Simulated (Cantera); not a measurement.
Charge: 1 mol SiCl4, a varied amount of H2O, 34 mol N2O, held at 1373 K and 26000 Pa.

Method: chemical equilibrium by Gibbs-energy minimisation in Cantera with the NASA 1993 tables (ideal gas, pure condensed phases). Candidate condensed phases: H2O, NH4Cl, Si, SiO2, Si2N2O, Si3N4; 47 gas species. The tables hold silica as quartz up to 1696 K and as liquid above; real silica turns to tridymite and cristobalite and melts near 1996 K. Rates play no part.

### Question
At 4 mol H2O, list the 6 most abundant gas species with their mole fractions, and the condensed phases.

### Answer
N2 0.596, O2 0.297, HCl 0.0653, H2O 0.0375, Cl 0.00177, Cl2 0.00154. Condensed: SiO2(β-quartz).
